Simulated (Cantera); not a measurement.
Input (Python, Cantera) and output of one run.

```python
import numpy as np
import cantera as ct

gas_names = [...]  # 151 gases of nasa_gas.yaml made of C, H, N, O, Si
cond_names = """
    C(gr) C6H6(L) C7H8(L) C8H18(L),n-octa H2O(s) H2O(L) Si(cr) Si(L) SiC(b) SiO2(Lqz) SiO2(hqz) SiO2(L)
    Si2N2O(s) Si3N4(a)
""".split()


# ... load() reads the species with a 1 bar reference pressure and builds the phases ...
atoms = {
    'Si3N4': {'Si': 3, 'N': 4},
    'CO2': {'C': 1, 'O': 2},
    'H2': {'H': 2},
    'O2': {'O': 2},
}
top_T = {'C(gr)': 4500, 'SiC(b)': 3050, 'Si2N2O(s)': 2100, 'Si3N4(a)': 2400}  # K; cautious upper limits of use, not melting points


# ... equilibrate(T, P, feed) seeds the gas with the atoms and calls Mixture.equilibrate('TP', solver="vcs", rtol=1e-11, max_steps=5000) ...
results = []
feed = {'Si3N4': 1, 'CO2': 0.044, 'H2': 25, 'O2': 0.0035}  # mol
T = 1625  # K
P = 5.5  # Pa
mix = equilibrate(T, P, feed)
results.append((T, P, feed, dict(zip(mix.species_names, mix.species_moles))))
print(gas.report(threshold=0.0001))
for i in range(1, mix.n_phases):
    print(f"{mix.phase(i).name:16s} {mix.phase_moles(i):12.5e} mol")
```

It prints:

```
       temperature   1625 K
          pressure   5.5 Pa
           density   1.6837e-06 kg/m^3
  mean mol. weight   4.1361 kg/kmol
   phase of matter   gas

                          1 kg             1 kmol
                     ---------------   ---------------
          enthalpy        1.0504e+07        4.3445e+07  J
   internal energy        7.2374e+06        2.9934e+07  J
           entropy             65459        2.7074e+05  J/K
    Gibbs function       -9.5866e+07       -3.9651e+08  J
 heat capacity c_p            7951.8             32889  J/K
 heat capacity c_v            5941.5             24575  J/K

                      mass frac. Y      mole frac. X     chem. pot. / RT
                     ---------------   ---------------   ---------------
                CO        0.00093293        0.00013776           -53.895
                 H         0.0022131         0.0090808            -14.37
                H2           0.44411           0.91114            -28.74
                N2           0.49611          0.073247           -38.684
                Si          0.020111         0.0029618           -4.7866
               SiO           0.03562         0.0033419           -51.869
     [ +145 minor]        0.00090909        8.9428e-05

C(gr)             0.00000e+00 mol
Si(cr)            2.78505e+00 mol
SiC(b)            3.97378e-02 mol
SiO2(hqz)         0.00000e+00 mol
Si2N2O(s)         0.00000e+00 mol
Si3N4(a)          0.00000e+00 mol
```

Cantera equilibrium calculation (NASA polynomials, part measured and part estimated; ideal gas, pure solids and liquids). Mutual solubility and eutectic melting of coexisting phases are not modelled.
